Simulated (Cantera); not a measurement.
A freely propagating, adiabatic, planar premixed flame of CH₄ : C₂H₆ : O₂ : N₂ = 1 : 1.2 : 5.64 : 24.8 (molar parts), equivalence ratio 1.1, unburnt at 375 K and 4.00 bar; mixture-averaged transport, grid criteria slope 0.08 and curve 0.16, no radiation.

Detailed kinetics in Cantera: GRI-Mech 3.0 (53 species, 325 reactions). Burning velocities carry a grid error of a few per cent, more on coarse grids.

x: mole fraction of selected species; z is measured from the peak of heat release.

```tsv
z (mm)	T (K)	u (m/s)	x CH₄	x C₂H₆	x O₂	x C₂H₂	x H₂O₂	x H₂
-0.475	375	0.289	0.0306	0.0367	0.173	[?]	9.59e-8	0.00102
-0.316	379	0.292	0.0305	0.0367	0.172	[?]	1.23e-6	0.00277
-0.237	393	0.303	0.0301	0.0365	0.171	[?]	6.33e-6	0.00488
-0.158	493	0.384	0.0282	0.0351	0.162	[?]	4.41e-5	0.00888
-0.0791	956	0.759	0.0199	0.0234	0.120	[?]	0.000167	0.0144
-0.0395	1371	1.10	0.0122	0.00909	0.0788	[?]	7.29e-5	0.0169
0	1756	1.43	0.00354	0.000372	0.0357	[?]	1.80e-6	0.0169
0.0395	1920	1.55	0.000239	4.07e-7	0.0139	[?]	5.52e-7	0.0137
0.0791	1976	1.59	8.11e-6	<1e-8	0.00733	[?]	4.19e-7	0.0123
0.158	2034	1.63	1.60e-8	<1e-8	0.00393	<1e-8	2.85e-7	0.0119
0.316	2085	1.67	<1e-8	<1e-8	0.00201	<1e-8	1.67e-7	0.0112
0.633	2119	1.69	<1e-8	<1e-8	0.000834	<1e-8	8.13e-8	0.0105
1.27	2137	1.70	<1e-8	<1e-8	0.000283	<1e-8	3.22e-8	0.0101
```

Q: Complete the blanks.

A: 
- -0.475, x C₂H₂: 2.45e-8
- -0.316, x C₂H₂: 4.41e-7
- -0.237, x C₂H₂: 2.92e-6
- -0.158, x C₂H₂: 3.17e-5
- -0.0791, x C₂H₂: 0.000264
- -0.0395, x C₂H₂: 0.000579
- 0, x C₂H₂: 0.000814
- 0.0395, x C₂H₂: 0.000114
- 0.0791, x C₂H₂: 3.81e-6
